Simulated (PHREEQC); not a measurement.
Solution (25 °C): 0.34 mol NaBr and 0.00087 mol NH3 per kg of water. Closed to the air; pH follows from the charge balance.

Equilibrium calculation in PHREEQC: ion-association model, phreeqc.dat.

### Question
The ionic strength comes out as 0.340 mol/kgw. What activity coefficients do Br-, OH-, NH4+, Na+ get?

### Answer
Br- 0.65, OH- 0.66, NH4+ 0.63, Na+ 0.73.

No solid was allowed to form. Species that the database lacks are ignored.
